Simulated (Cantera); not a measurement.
An isothermal, constant-pressure homogeneous reactor starts with 67.6 % NH₃, 32.4 % N₂, at 1475 K and 1.90 bar.

Computed with Cantera and the gas-phase N/H chemistry of the illustrative SiF4/NH3 mechanism in the Surface Chemkin manual (1991). Walls and surfaces, which speed up NH3 decomposition in real reactors, are not modelled.

### Question
Predict: x(NH₃) at 3.00 s; x(N₂) at 3.00 s; x(N₂H₄) at 3.00 s; x(H) at 3.00 s; x(N₂H₂) at 3.00 s.

### Answer
| Property | Value |
|---|---|
| x(NH₃) at 3.00 s | 0.611 (gas-phase equilibrium 3.70e-5) |
| x(N₂) at 3.00 s | 0.331 (gas-phase equilibrium 0.395) |
| x(N₂H₄) at 3.00 s | 1.78e-7 (gas-phase equilibrium <1e-12) |
| x(H) at 3.00 s | 1.05e-6 (gas-phase equilibrium 7.37e-6) |
| x(N₂H₂) at 3.00 s | 1.24e-7 (gas-phase equilibrium <1e-12) |
